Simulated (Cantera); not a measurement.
# Ignition delay

Mixture: 10.1 % CH4, 9.92 % CO, 16.8 % O2, 63.2 % N2, equivalence ratio 1.5, at 0.740 atm, adiabatic and at constant volume. Ignition delay is the time to a rise of 400 K.

Computed with Cantera and GRI-Mech 3.0 (53 species, 325 reactions).

```json
[
 {"T0 (K)": "1250", "delay (ms)": "46.1"},
 {"T0 (K)": "1300", "delay (ms)": "21.8"},
 {"T0 (K)": "1350", "delay (ms)": "10.8"},
 {"T0 (K)": "1400", "delay (ms)": "5.58"},
 {"T0 (K)": "1450", "delay (ms)": "3.02"},
 {"T0 (K)": "1500", "delay (ms)": "1.72"},
 {"T0 (K)": "1550", "delay (ms)": "1.03"},
 {"T0 (K)": "1600", "delay (ms)": "0.650"}
]
```

```
Property                                                Result
--------------------------------------------------  ----------
apparent activation energy between 1500 and 1600 K  190 kJ/mol
```
